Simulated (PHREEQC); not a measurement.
Make-up at 90 °C: 49 mmol/kgw NaH2PO4, 3.8 mmol/kgw Na2HPO4 and 6.4 mmol/kgw NaCl. Closed to the air; pH follows from the charge balance.

All values are PHREEQC results (ion-association model, phreeqc.dat), not measurements.

```json
{
  "pH": "5.63",
  "ionic_strength": "0.0665 mol/kgw",
  "specific_conductance": "13100 µS/cm",
  "density": "0.970 g/cm³",
  "total_alkalinity": "3.80 meq/kg"
}
```

```tsv
species	molality	activity	log γ
Na+	0.0628	0.0493	-0.106
H2PO4-	0.0490	0.0387	-0.102
Cl-	0.00640	0.00493	-0.113
HPO4-2	0.00366	0.00139	-0.420
NaHPO4-	0.000169	0.000134	-0.102
H3PO4	2.46e-5	2.50e-5	0.007
H+	2.82e-6	2.33e-6	-0.084
OH-	2.20e-7	1.69e-7	-0.115
PO4-3	7.93e-9	7.84e-10	-1.005
```

This is a speciation only: nothing precipitates in the calculation. Constants without temperature data keep their 25 °C values here.
